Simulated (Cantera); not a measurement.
An isothermal, constant-pressure homogeneous reactor starts with 7.41 % H2, 92.6 % O2, equivalence ratio 0.040, at 1250 K and 20.0 Torr.

Computed with Cantera and GRI-Mech 3.0 (53 species, 325 reactions). Radical loss at walls, strong at low pressure, is not modelled. The temperature is held fixed by assumption; the heat of reaction is taken as removed at once.

x: mole fraction; the columns are a selection and need not sum to one.

```json
[
 {"t (s)": "4.00e-5", "x H2": "0.0741", "x O2": "0.926", "x H": "9.00e-9", "x OH": "6.75e-9", "x O": "8.44e-9", "x H2O": "4.98e-9"},
 {"t (s)": "0.000112", "x H2": "0.0741", "x O2": "0.926", "x H": "5.03e-8", "x OH": "5.25e-8", "x O": "7.42e-8", "x H2O": "9.00e-8"},
 {"t (s)": "0.000312", "x H2": "0.0741", "x O2": "0.926", "x H": "3.35e-6", "x OH": "3.71e-6", "x O": "5.39e-6", "x H2O": "8.67e-6"},
 {"t (s)": "0.000871", "x H2": "(withheld)", "x O2": "0.883", "x H": "(withheld)", "x OH": "(withheld)", "x O": "(withheld)", "x H2O": "(withheld)"},
 {"t (s)": "0.00243", "x H2": "0.00151", "x O2": "0.879", "x H": "0.0108", "x OH": "0.00518", "x O": "0.0381", "x H2O": "0.0652"},
 {"t (s)": "0.00679", "x H2": "0.000962", "x O2": "0.897", "x H": "0.00516", "x OH": "0.00415", "x O": "0.0232", "x H2O": "0.0700"},
 {"t (s)": "0.0190", "x H2": "0.000338", "x O2": "0.914", "x H": "0.00102", "x OH": "0.00247", "x O": "0.00787", "x H2O": "0.0744"},
 {"t (s)": "0.0529", "x H2": "6.39e-5", "x O2": "0.921", "x H": "8.29e-5", "x OH": "0.00108", "x O": "0.00147", "x H2O": "0.0762"},
 {"t (s)": "0.148", "x H2": "9.92e-6", "x O2": "0.923", "x H": "5.15e-6", "x OH": "0.000429", "x O": "0.000231", "x H2O": "0.0767"},
 {"t (s)": "0.413", "x H2": "1.77e-6", "x O2": "0.923", "x H": "3.96e-7", "x OH": "0.000183", "x O": "4.17e-5", "x H2O": "0.0768"},
 {"t (s)": "1.15", "x H2": "3.95e-7", "x O2": "0.923", "x H": "4.24e-8", "x OH": "8.68e-5", "x O": "9.39e-6", "x H2O": "0.0769"},
 {"t (s)": "3.22", "x H2": "1.06e-7", "x O2": "0.923", "x H": "5.98e-9", "x OH": "4.52e-5", "x O": "2.54e-6", "x H2O": "0.0769"},
 {"t (s)": "8.98", "x H2": "(withheld)", "x O2": "0.923", "x H": "(withheld)", "x OH": "(withheld)", "x O": "(withheld)", "x H2O": "0.0769"},
 {"t (s)": "25.1", "x H2": "1.84e-8", "x O2": "0.923", "x H": "4.37e-10", "x OH": "1.88e-5", "x O": "4.43e-7", "x H2O": "0.0769"},
 {"t (s)": "70.0", "x H2": "1.70e-8", "x O2": "0.923", "x H": "3.89e-10", "x OH": "1.81e-5", "x O": "4.10e-7", "x H2O": "0.0769"}
]
```

**Question.** What belongs in the gaps?

**Answer.** 
- 0.000871, x H2: 0.0128
- 0.000871, x H: 0.0167
- 0.000871, x OH: 0.00907
- 0.000871, x O: 0.0302
- 0.000871, x H2O: 0.0484
- 8.98, x H2: 3.48e-8
- 8.98, x H: 1.13e-9
- 8.98, x OH: 2.59e-5
- 8.98, x O: 8.38e-7
